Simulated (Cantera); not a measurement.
An isothermal, constant-pressure homogeneous reactor starts with CH4 : N2 = 1 : 14 (molar parts), at 1650 K and 13000 Pa.

Detailed kinetics in Cantera: GRI-Mech 3.0 (53 species, 325 reactions). GRI-Mech 3.0 stops at C3 and has no aromatics, soot or wall deposition, so with more carbon than oxygen in the feed, carbon stays in small species such as C2H2 where larger ones or solid carbon would form.

Predict: x(CH4) at 10.0 s; x(HCN) at 10.0 s; x(CH2) at 10.0 s; x(C2H) at 10.0 s; x(CH3) at 10.0 s.


```
Property                                             Value
----------------  ----------------------------------------
x(CH4) at 10.0 s  0.000306 (gas-phase equilibrium 6.53e-5)
x(HCN) at 10.0 s    2.92e-6 (gas-phase equilibrium 0.0463)
x(CH2) at 10.0 s  4.18e-9 (gas-phase equilibrium 8.96e-10)
x(C2H) at 10.0 s   1.12e-7 (gas-phase equilibrium 2.92e-8)
x(CH3) at 10.0 s   5.14e-6 (gas-phase equilibrium 1.10e-6)
```
